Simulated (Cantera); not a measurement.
## Pyrogenic steam for wet oxidation

A perfectly stirred reactor is fed with 52.8 % H₂, 31.1 % O₂, 16.1 % N₂, at 0.110 bar; it is held at 1023 K, and followed from long to short residence time.

Computed with Cantera and GRI-Mech 3.0 (53 species, 325 reactions). Radical loss at walls, strong at low pressure, is not modelled. The temperature is held fixed by assumption; the heat of reaction is taken as removed at once.

```csv
τ (s),x H₂,x O₂,x O,x OH,x NO
2.9,0.00166,0.0640,2.55e-5,0.000114,8.57e-9
1.1,0.00287,0.0646,5.39e-5,0.000173,1.36e-8
0.38,0.00521,0.0656,0.000117,0.000271,2.54e-8
0.14,0.00911,0.0674,0.000232,0.000411,4.68e-8
0.049,0.0162,0.0707,0.000459,0.000632,8.56e-8
0.018,0.0277,0.0762,0.000849,0.000950,1.43e-7
0.0063,0.0476,0.0860,0.00157,0.00144,2.22e-7
0.0023,0.0779,0.102,0.00276,0.00211,3.05e-7
```
x: mole fraction; the columns are a selection and need not sum to one.
